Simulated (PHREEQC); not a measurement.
## Arsenic or selenium liquor with leach liquor

Solution A (0.037 mol/kgw H3AsO4, 0.18 mol/kgw NaOH and 0.25 mol/kgw NaCl) is mixed with solution B (8.1 mmol/kgw H2SO4, 0.19 mmol/kgw CuSO4 and 0.19 mmol/kgw Na2SO4) at 91 °C; shares are by mass of water, 1 kg in all. O2 is buffered at 0.21 atm. No CO2 enters from the air. Only these solids could form: Cu(OH)2, Brochantite, Antlerite, Atacamite, Cu3(AsO4)2:6w, Halite, Mirabilite, Chalcanthite.

The series has 11 steps of share of solution B, from 0 to 1.

Model: ion-association model, wateq4f.dat, run in PHREEQC.

**Question.** Which solids form, in which order, and at which step of the series does each first stand?

**Answer.** Cu(OH)2 from share of solution B = 0.1 (pH 11.01), last present at share of solution B = 0.8.

**Question.** Between which two steps does the pH jump most, and from what to what?

**Answer.** Between share of solution B = 0.8 and 0.9: from 10.05 to 4.15.

Species that the database lacks are ignored. At this temperature some constants are extrapolated from 25 °C, and those without enthalpy data are left unchanged. The database has no arsenate complexes of Cu. The database's constant for dissolved Cu(OH)2 is higher than later reviews accept.
